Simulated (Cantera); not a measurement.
A Cantera script and what it prints.

```python
import numpy as np
import cantera as ct

gas_names = """
    CL CL2 H HCL H2 N NH NH2 NH3 N2 N2H2 N2H4 Si SiCL SiCL2 SiCL3 SiCL4 SiH SiHCL3 SiH2 SiH2CL2 SiH3
    SiH3CL SiH4 SiN Si2 Si2N Si3
""".split()
cond_names = """
    NH4CL(a) NH4CL(b) Si(cr) Si(L) Si3N4(a)
""".split()


def load(file, names, dense=False):
    # The tables refer to 1 bar. Condensed volumes are neglected.
    table = {s.name: s for s in ct.Species.list_from_file(file)}
    out = []
    for n in names:
        d = dict(table[n].input_data)
        d["thermo"] = dict(d["thermo"], **{"reference-pressure": 1e5})
        if dense:
            d["equation-of-state"] = {"model": "constant-volume", "density": "1e6 g/cm^3"}
        out.append(ct.Species.from_dict(d))
    return out


gas = ct.Solution(thermo="ideal-gas", species=load("nasa_gas.yaml", gas_names))
cond = {s.name: ct.Solution(thermo="fixed-stoichiometry", species=[s], name=s.name)
        for s in load("nasa_condensed.yaml", cond_names, dense=True)}
atoms = {
    'SiH2Cl2': {'Si': 1, 'H': 2, 'CL': 2},
    'HCl': {'H': 1, 'CL': 1},
    'N2': {'N': 2},
}
top_T = {'Si3N4(a)': 2400}  # K; cautious upper limits of use, not melting points


def equilibrate(T, P, feed):
    n = {}
    for name, mol in feed.items():
        for a, k in atoms[name].items():
            n[a] = n.get(a, 0.0) + k * mol
    gas.TPX = T, P, n
    mass = sum(n.values()) * gas.mean_molecular_weight
    gas.equilibrate("TP")
    valid = [c for c in cond.values() if c.min_temp <= T <= top_T.get(c.name, c.max_temp)]
    mix = ct.Mixture([(gas, mass / gas.mean_molecular_weight)] + [(c, 0.0) for c in valid])
    mix.T, mix.P = T, P
    mix.equilibrate("TP", solver="vcs", rtol=1e-11, max_steps=5000)
    return mix


results = []
feed = {'SiH2Cl2': 1, 'HCl': 3.8, 'N2': 20}  # mol
P = 13332.2  # Pa
for T in [1100, 1150, 1200, 1250, 1300, 1350, 1400, 1450, 1500]:
    mix = equilibrate(T, P, feed)
    results.append((T, P, feed, dict(zip(mix.species_names, mix.species_moles))))

top = {s: max(r[3][s] / sum(r[3][g] for g in gas_names) for r in results) for s in gas_names}
cols = sorted((s for s in top if top[s] > 1e-06), key=lambda s: -top[s])[:9]
seen = [c for c in cond_names if any(r[3].get(c, 0) > 1e-12 for r in results)]
print("log10 of partial pressures in bar; condensed amounts in mol")
print(f"{'T/K':>10s}" + "".join(f"{s[:9]:>10s}" for s in cols + seen))
for T, P, feed, n in results:
    ng = sum(n[g] for g in gas_names)
    print(f"{T:10.4g}" + "".join(f"{np.log10(max(n[s] / ng * P / 1e5, 1e-99)):10.3f}" for s in cols)
          + "".join(f"{n.get(c, 0):10.4g}" for c in seen))
```

Output:

```
log10 of partial pressures in bar; condensed amounts in mol
       T/K        N2       HCL        H2     SiCL4     SiCL2     SiCL3    SiHCL3        CL         H  Si3N4(a)
      1100    -0.977    -1.728    -2.212    -2.515    -6.295    -4.977    -4.830    -8.257    -8.693    0.1412
      1150    -0.977    -1.721    -2.224    -2.529    -5.723    -4.645    -4.724    -7.791    -8.239     0.146
      1200    -0.978    -1.714    -2.234    -2.543    -5.200    -4.343    -4.628    -7.364    -7.822    0.1498
      1250    -0.978    -1.709    -2.244    -2.558    -4.721    -4.067    -4.542    -6.971    -7.438    0.1525
      1300    -0.978    -1.705    -2.252    -2.578    -4.283    -3.817    -4.465    -6.609    -7.082    0.1533
      1350    -0.979    -1.703    -2.257    -2.604    -3.882    -3.592    -4.400    -6.276    -6.751    0.1511
      1400    -0.979    -1.703    -2.259    -2.643    -3.518    -3.394    -4.349    -5.970    -6.443    0.1438
      1450    -0.979    -1.706    -2.256    -2.703    -3.192    -3.229    -4.318    -5.691    -6.152    0.1285
      1500    -0.980    -1.715    -2.246    -2.796    -2.907    -3.102    -4.312    -5.440    -5.877    0.1015
```

Equilibrium computed with Cantera from the NASA thermochemical tables; the gas is ideal and each condensed phase is pure. N2 is the only nitrogen source here; it is nearly inert below about 1500 K, so the nitride shown seldom forms there in practice. The tables' values for SiCl3 are old estimates; treat these amounts as uncertain.
